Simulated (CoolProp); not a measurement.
The numbers come from the reference Helmholtz-energy equation of state, Lemmon 2006 in CoolProp. It is a short technical equation, of lower accuracy than the large ones.

Question: For C3F8 (R218), give the phase and the Z, cp (kJ/(kg K)), speed of sound (m/s), expansivity (1/kK) at 319.4 K and 11 bar; 379.7 K and 11 bar; 424.9 K and 11 bar.

Answer: 
- 319.4 K and 11 bar: gas; Z 0.775, cp 0.976, speed of sound 96.6, expansivity 7.72
- 379.7 K and 11 bar: gas; Z 0.895, cp 0.950, speed of sound 120, expansivity 3.90
- 424.9 K and 11 bar: gas; Z 0.934, cp 0.983, speed of sound 132, expansivity 3.05
